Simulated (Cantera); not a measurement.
Feed: 1 mol SiO2, a varied amount of CO, equilibrated at 3.75 Torr.

Equilibrium computed with Cantera from the NASA thermochemical tables; the gas is ideal and each condensed phase is pure. Candidate condensed phases: C, Si, SiC, SiO2; 20 gas species. The tables hold silica as quartz up to 1696 K and as liquid above; real silica turns to tridymite and cristobalite and melts near 1996 K. The numbers say what is thermodynamically allowed, not how fast it happens.

Stable condensed phases, one row left out:

```
T in K \ n(CO) in mol
           1 1.2 1.5 1.9 2.3 2.8 3.5 4.3 5.2 6.4 7.9
   2398    A   B   B   B   B   B   B   B   B   B   B
   2348    A   A   A   B   B   B   B   B   B   B   B
   2298    A   A   A   A   A   B   B   B   B   B   B
   2198    A   A   A   A   A   A   A   A   B   B   B
   2148    A   A   A   A   A   A   A   A   A   A   B
   2098    A   A   A   A   A   A   A   A   A   A   A
   2048    A   A   A   A   A   A   A   A   A   A   A
   1998    A   A   A   A   A   A   A   A   A   A   A
   1948    A   A   A   A   A   A   A   A   A   A   A
   1898    A   A   A   A   A   A   A   A   A   A   A
```

A: SiO2; B: gas only.

Q: Give the row for 2248 K.

A: 1: SiO2; 1.2: SiO2; 1.5: SiO2; 1.9: SiO2; 2.3: SiO2; 2.8: SiO2; 3.5: SiO2; 4.3: gas only; 5.2: gas only; 6.4: gas only; 7.9: gas only.
